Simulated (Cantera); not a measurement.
An isothermal, constant-pressure homogeneous reactor starts with CO : O2 : H2O : N2 = 0.0013 : 0.00064 : 0.0071 : 1 (molar parts), equivalence ratio 1.0, at 1423 K and 0.180 bar.

Cantera simulation using GRI-Mech 3.0 (53 species, 325 reactions); the numbers are that mechanism's predictions, not measurements.

x: mole fraction; the columns are a selection and need not sum to one.

```json
[
 {"t (s)": "2.00e-5", "x CO": "0.00129", "x O2": "0.000634", "x H2O": "0.00704", "x NO": "<1e-12", "x H2O2": "<1e-12"},
 {"t (s)": "8.66e-5", "x CO": "0.00129", "x O2": "0.000634", "x H2O": "0.00704", "x NO": "<1e-12", "x H2O2": "<1e-12"},
 {"t (s)": "0.000375", "x CO": "0.00129", "x O2": "0.000634", "x H2O": "0.00704", "x NO": "<1e-12", "x H2O2": "<1e-12"},
 {"t (s)": "0.00162", "x CO": "0.00129", "x O2": "0.000634", "x H2O": "0.00704", "x NO": "<1e-12", "x H2O2": "<1e-12"},
 {"t (s)": "0.00702", "x CO": "0.00129", "x O2": "0.000634", "x H2O": "0.00704", "x NO": "<1e-12", "x H2O2": "<1e-12"},
 {"t (s)": "0.0304", "x CO": "0.00129", "x O2": "0.000634", "x H2O": "0.00704", "x NO": "<1e-12", "x H2O2": "1.94e-12"},
 {"t (s)": "0.132", "x CO": "0.000192", "x O2": "___", "x H2O": "0.00643", "x NO": "5.47e-8", "x H2O2": "3.06e-9"},
 {"t (s)": "0.570", "x CO": "0.000110", "x O2": "___", "x H2O": "0.00670", "x NO": "2.05e-7", "x H2O2": "1.33e-9"},
 {"t (s)": "2.47", "x CO": "5.53e-5", "x O2": "___", "x H2O": "0.00688", "x NO": "2.95e-7", "x H2O2": "3.49e-10"},
 {"t (s)": "10.7", "x CO": "2.72e-5", "x O2": "___", "x H2O": "0.00697", "x NO": "3.46e-7", "x H2O2": "7.78e-11"},
 {"t (s)": "46.2", "x CO": "1.47e-5", "x O2": "___", "x H2O": "0.00700", "x NO": "3.75e-7", "x H2O2": "1.73e-11"},
 {"t (s)": "200", "x CO": "9.02e-6", "x O2": "___", "x H2O": "0.00702", "x NO": "3.90e-7", "x H2O2": "3.72e-12"}
]
```

### Question
Fill in the missing entries.

### Answer

- 0.132, x O2: 0.000323
- 0.570, x O2: 0.000183
- 2.47, x O2: 8.24e-5
- 10.7, x O2: 3.46e-5
- 46.2, x O2: 1.39e-5
- 200, x O2: 4.80e-6
